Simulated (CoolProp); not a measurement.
The fluoroketone C6F12O (FK-5-1-12) along the isobar 2.95 MPa: fugacity coefficient from the reference equation and from simpler models built on Tc = 168.7 °C, pc = 1.869 MPa, ω = 0.471; each cubic takes its own stable root.

Computed with CoolProp (reference Helmholtz-energy equation of state, McLinden 2015).

| T (°C) | phase | reference |
|---|---|---|
| -89.25 | liquid | 2.346e-6 |
| -57.65 | liquid | 9.197e-5 |
| -26.05 | liquid | 0.001149 |
| 5.55 | liquid | 0.007016 |
| 37.15 | liquid | 0.02663 |
| 68.75 | liquid | 0.07262 |
| 100.45 | liquid | 0.1562 |
| 132.05 | liquid | 0.2798 |
| 163.65 | liquid | 0.4341 |
| 195.25 | supercritical | 0.5882 |
| 226.85 | supercritical | 0.6902 |

Question: How far does each simpler model (van der Waals, Redlich-Kwong, Soave-Redlich-Kwong, Peng-Robinson) lie from the reference over these 11 states: mean and median of the absolute difference, and the worst?

Answer: 
- van der Waals: mean 32834.1 %, median 214.9 %, worst +329610.1 % at -89.25 °C and 2.95 MPa
- Redlich-Kwong: mean 650.5 %, median 83.8 %, worst +4550.5 % at -89.25 °C and 2.95 MPa
- Soave-Redlich-Kwong: mean 7.1 %, median 3.9 %, worst +33.9 % at -89.25 °C and 2.95 MPa
- Peng-Robinson: mean 10.0 %, median 2.2 %, worst +65.6 % at -89.25 °C and 2.95 MPa
